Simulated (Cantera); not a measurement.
An isothermal, constant-pressure homogeneous reactor starts with 97.6 % N₂O, 2.44 % H₂O, at 1400 K and 1.01 bar.

Detailed kinetics in Cantera: GRI-Mech 3.0 (53 species, 325 reactions). GRI-Mech 3.0 was tuned for natural gas; its chemistry of N2O as a main component is partial and can be far from experiment. The temperature is held fixed by assumption; the heat of reaction is taken as removed at once.

**Question.** Predict: x(N₂O) at 7.00 s; x(H₂O) at 7.00 s; x(H₂) at 7.00 s; x(N₂) at 7.00 s; x(HO₂) at 7.00 s.

**Answer.** 
- x(N₂O) at 7.00 s = 2.21e-6 (gas-phase equilibrium 4.83e-8)
- x(H₂O) at 7.00 s = 0.0164 (gas-phase equilibrium 0.0164)
- x(H₂) at 7.00 s = 1.39e-8 (gas-phase equilibrium 1.29e-8)
- x(N₂) at 7.00 s = 0.611 (gas-phase equilibrium 0.655)
- x(HO₂) at 7.00 s = 4.60e-8 (gas-phase equilibrium 5.12e-8)
